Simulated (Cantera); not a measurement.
A freely propagating, adiabatic, planar premixed flame of H2 : O2 : N2 = 1 : 0.5 : 1.88 (molar parts), equivalence ratio 1.0, unburnt at 498 K and 101000 Pa; mixture-averaged transport, grid criteria slope 0.08 and curve 0.16, no radiation.

Detailed kinetics in Cantera: the H2/O2 subset of GRI-Mech 3.0, which has no nitrogen chemistry. Burning velocities carry a grid error of a few per cent, more on coarse grids.

Question: Predict: laminar burning velocity; thermal thickness; peak x(O); peak x(H); peak x(H2O2).

Answer: 
| Quantity | Value |
|---|---|
| laminar burning velocity | 533 cm/s |
| thermal thickness | 0.430 mm |
| peak x(O) | 0.0123 |
| peak x(H) | 0.0540 |
| peak x(H2O2) | 3.53e-5 |
